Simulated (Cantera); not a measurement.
Input (Python, Cantera):

```python
import numpy as np
import cantera as ct

gas = ct.Solution("gri30.yaml")
gas.TPX = 1675, 500000, {'CH4': 1, 'O2': 3.03, 'N2': 13.6}
reactor = ct.IdealGasReactor(gas, energy="on", clone=False)
net = ct.ReactorNet([reactor])
net.rtol, net.atol = 1e-08, 1e-16
show = ['CH4', 'O2', 'H', 'N2O', 'HCN']
times = np.geomspace(1e-06, 5, 11)

steps = ct.SolutionArray(gas, extra=["t"])
rows = []
print(f"{'t/s':>10s}{'T/K':>9s}{'P/Pa':>11s}" + "".join(f"{s:>11s}" for s in show))
for t in times:
    while net.time < t:
        t_next = net.step()
        steps.append(gas.state, t=t_next)
    rows.append([np.interp(t, steps.t, y) for y in (steps.T, steps.P, *steps(*show).X.T)])
    print(f"{t:10.3e}{rows[-1][0]:9.1f}{rows[-1][1]:11.4g}" + "".join(f"{x:11.3e}" for x in rows[-1][2:]))
rate = np.gradient(steps.T, steps.t)
print("integrator steps:", len(steps.t))
if steps.T.max() > steps.T[0] + 200:
    print(f"time of steepest temperature rise: {steps.t[rate.argmax()]:.4e} s")
gas.TPX = 1675, 500000, {'CH4': 1, 'O2': 3.03, 'N2': 13.6}
gas.equilibrate("UV")
print(f"equilibrium (UV): T = {gas.T:.1f} K  " + "  ".join(f"{s} {gas[s].X[0]:.3e}" for s in show))
```

Result:

```
       t/s      T/K       P/Pa        CH4         O2          H        N2O        HCN
 1.000e-06   1675.0      5e+05  5.672e-02  1.719e-01  1.020e-07  1.245e-11  2.128e-16
 4.676e-06   1674.9      5e+05  5.669e-02  1.719e-01  1.487e-07  1.675e-10  6.193e-15
 2.187e-05   1675.5  5.002e+05  5.620e-02  1.716e-01  8.744e-07  2.540e-09  3.739e-13
 1.023e-04   2852.0  8.652e+05  3.532e-16  5.804e-02  2.056e-03  2.745e-06  1.763e-10
 4.782e-04   2831.4  8.582e+05  3.410e-16  5.229e-02  1.905e-03  2.845e-06  3.439e-10
 2.236e-03   2824.7  8.559e+05  3.373e-16  5.045e-02  1.859e-03  2.928e-06  3.882e-10
 1.046e-02   2824.7  8.559e+05  3.373e-16  5.045e-02  1.858e-03  2.928e-06  3.883e-10
 4.890e-02   2824.7  8.559e+05  3.373e-16  5.045e-02  1.858e-03  2.928e-06  3.883e-10
 2.287e-01   2824.7  8.559e+05  3.373e-16  5.045e-02  1.858e-03  2.928e-06  3.883e-10
 1.069e+00   2824.7  8.559e+05  3.373e-16  5.045e-02  1.858e-03  2.928e-06  3.883e-10
 5.000e+00   2824.7  8.559e+05  3.373e-16  5.045e-02  1.858e-03  2.928e-06  3.883e-10
integrator steps: 1795
time of steepest temperature rise: 6.9322e-05 s
equilibrium (UV): T = 2824.7 K  CH4 4.635e-16  O2 5.045e-02  H 1.858e-03  N2O 2.928e-06  HCN 3.883e-10
```

Detailed kinetics in Cantera: GRI-Mech 3.0 (53 species, 325 reactions).
